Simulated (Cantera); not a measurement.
**Adiabatic ignition**

An adiabatic, constant-volume homogeneous reactor starts with 9.84 % CH4, 13.8 % CO, 14.0 % O2, 52.6 % N2, 9.84 % H2O, at 1125 K and 1800 Torr.

Computed with Cantera and GRI-Mech 3.0 (53 species, 325 reactions).

| t (s) | T (K) | P (bar) | x CH4 | x CO | x O2 | x NO | x C2H | x CH2O |
|---|---|---|---|---|---|---|---|---|
| 2.00e-6 | 1125 | 2.40 | 0.0984 | 0.138 | 0.140 | <1e-12 | <1e-12 | 2.22e-12 |
| 5.02e-6 | 1125 | 2.40 | 0.0984 | 0.138 | 0.140 | <1e-12 | <1e-12 | 1.82e-11 |
| 1.26e-5 | 1125 | 2.40 | 0.0984 | 0.138 | 0.140 | <1e-12 | <1e-12 | 1.31e-10 |
| 3.17e-5 | 1125 | 2.40 | 0.0984 | 0.138 | 0.140 | <1e-12 | <1e-12 | 8.88e-10 |
| 7.96e-5 | 1125 | 2.40 | 0.0984 | 0.138 | 0.140 | <1e-12 | <1e-12 | 5.98e-9 |
| 0.000200 | 1125 | 2.40 | 0.0984 | 0.138 | 0.140 | <1e-12 | <1e-12 | 4.09e-8 |
| 0.000502 | 1125 | 2.40 | 0.0984 | 0.138 | 0.140 | <1e-12 | <1e-12 | 2.80e-7 |
| 0.00126 | 1125 | 2.40 | 0.0984 | 0.138 | 0.140 | <1e-12 | <1e-12 | 1.74e-6 |
| 0.00317 | 1125 | 2.40 | 0.0984 | 0.138 | 0.140 | <1e-12 | <1e-12 | 7.58e-6 |
| 0.00796 | 1125 | 2.40 | 0.0984 | 0.138 | 0.140 | <1e-12 | <1e-12 | 2.33e-5 |
| 0.0200 | 1126 | 2.40 | 0.0983 | 0.138 | 0.140 | <1e-12 | <1e-12 | 6.28e-5 |
| 0.0502 | 1130 | 2.41 | 0.0979 | 0.138 | 0.139 | <1e-12 | <1e-12 | 0.000161 |
| 0.126 | 1155 | 2.46 | 0.0960 | 0.137 | 0.137 | <1e-12 | <1e-12 | 0.000398 |
| 0.317 | 2573 | 5.82 | 3.09e-11 | 0.159 | 7.84e-5 | 0.000400 | <1e-12 | 2.90e-8 |
| 0.796 | 2573 | 5.82 | 3.09e-11 | 0.159 | 7.84e-5 | 0.000400 | <1e-12 | 2.90e-8 |
| 2.00 | 2573 | 5.82 | 3.09e-11 | 0.159 | 7.84e-5 | 0.000400 | <1e-12 | 2.90e-8 |
x: mole fraction; the columns are a selection and need not sum to one.

The time of steepest temperature rise comes out as 0.191 s. The temperature at 2.00 s comes out as 2573 K, the equilibrium temperature is 2573 K and the x(CH4) at 2.00 s comes out as 3.09e-11 (gas-phase equilibrium 3.48e-11). The x(CO) at 2.00 s is 0.159 (gas-phase equilibrium 0.159) and the x(O2) at 2.00 s is 7.84e-5 (gas-phase equilibrium 7.84e-5).
